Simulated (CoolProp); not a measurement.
Carbonyl sulfide at several states: fugacity coefficient from the reference equation and from simpler models built on Tc = 105.6 °C, pc = 6.369 MPa, ω = 0.098; each cubic takes its own stable root.

Values from CoolProp's reference Helmholtz-energy equation of state, Lemmon 2006. It is a short technical equation, of lower accuracy than the large ones.

| T (°C) | p (MPa) | phase | reference | van der Waals | Redlich-Kwong | Soave-Redlich-Kwong | Peng-Robinson |
|---|---|---|---|---|---|---|---|
| 267.85 | 13.3 | supercritical | ? | 0.7719 | ? | ? | ? |
| 323.75 | 38.1 | supercritical | ? | ? | ? | 0.7959 | ? |
| 71.65 | 0.0171 | gas | 0.9988 | 0.9990 | 0.9988 | 0.9988 | 0.9987 |

Question: Some entries are withheld; supply them.

Answer: 
- 267.85, reference: 0.8077
- 267.85, Redlich-Kwong: 0.7950
- 267.85, Soave-Redlich-Kwong: 0.8227
- 267.85, Peng-Robinson: 0.7859
- 323.75, reference: 0.7436
- 323.75, van der Waals: 0.6863
- 323.75, Redlich-Kwong: 0.7286
- 323.75, Peng-Robinson: 0.7268
